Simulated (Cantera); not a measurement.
Input: 1 mol SiHCl3, a varied amount of NH3, equilibrated at 1973.15 K and 1.90 mbar.

Equilibrium computed with Cantera from the NASA thermochemical tables; the gas is ideal and each condensed phase is pure. Candidate condensed phases: NH4Cl, Si, Si3N4; 28 gas species. The tables' values for SiCl, SiN, SiCl3 are old estimates; treat these amounts as uncertain. Gases not in the tables: Si2H6 and higher silanes. Kinetics and transport are ignored.

Task: At 6.6 mol NH3, list the 5 most abundant gas species with their mole fractions, and the condensed phases.

Result: H2 0.600, N2 0.210, HCl 0.101, SiCl2 0.0419, H 0.0240. Condensed: Si(l).
